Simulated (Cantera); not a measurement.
An isothermal, constant-pressure homogeneous reactor starts with 1.24 % CO, 0.514 % O2, 1.62 % H2O, 95.2 % N2, 1.43 % H2, equivalence ratio 2.6, at 850 K and 0.380 bar.

Cantera simulation using GRI-Mech 3.0 (53 species, 325 reactions); the numbers are that mechanism's predictions, not measurements. Below about 950 K walls govern HO2 and H2O2 in real vessels.

Question: Predict: x(CO) at 40.0 s; x(O2) at 40.0 s; x(H2O) at 40.0 s; x(HO2) at 40.0 s; x(CO2) at 40.0 s; x(H2) at 40.0 s.

Answer: 
```json
{
 "x(CO) at 40.0 s": "0.0102 (gas-phase equilibrium 0.00264)",
 "x(O2) at 40.0 s": "0.000324 (gas-phase equilibrium <1e-12)",
 "x(H2O) at 40.0 s": "0.0237 (gas-phase equilibrium 0.0168)",
 "x(HO2) at 40.0 s": "1.57e-7 (gas-phase equilibrium <1e-12)",
 "x(CO2) at 40.0 s": "0.00228 (gas-phase equilibrium 0.00980)",
 "x(H2) at 40.0 s": "0.00695 (gas-phase equilibrium 0.0138)"
}
```
